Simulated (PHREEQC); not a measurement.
1 kg of water holding 0.43 mol/kgw NaCl and 0.011 mol/kgw CaCl2 is evaporated at 40 °C; the solids stay in contact with the brine. The system is closed to CO2. Solids allowed: Halite, Portlandite. Others were left out.

The series has 28 steps of water left (kg), from 1 to 0.005012.

All values are PHREEQC results (Pitzer model, pitzer.dat), not measurements.

Which solids form, in which order, and at which step of the series does each first stand?

Halite from water left = 0.06418 kg.

Complexes and solids missing from the database can't appear. At this temperature some constants are extrapolated from 25 °C, and those without enthalpy data are left unchanged.
